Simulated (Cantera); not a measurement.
A closed system holds: 1 mol SiCl4, a varied amount of NH3, 58 mol H2, at 13300 Pa.

These are equilibrium values from Cantera (NASA tables, ideal gas, pure condensed phases), not measurements of a reactor. Candidate condensed phases: NH4Cl, Si, Si3N4; 28 gas species. Mutual solubility and eutectic melting of coexisting phases are not modelled. The tables' values for SiCl3 are old estimates. Kinetics and transport are ignored.

Q: What condenses at these points (T in K, n(NH3) in mol): (1625, 0.14); (1500, 0.65); (1675, 0.65); (1475, 0.48); (1600, 0.26)?

A: 
```
T (K)  n(NH3) in mol  condensed phases  Si condensed (%)
-----  -------------  ----------------  ----------------
1625            0.14                Si              46.2
1500            0.65        Si + Si3N4              48.5
1675            0.65                Si              45.8
1475            0.48        Si + Si3N4              48.7
1600            0.26                Si              46.7
```
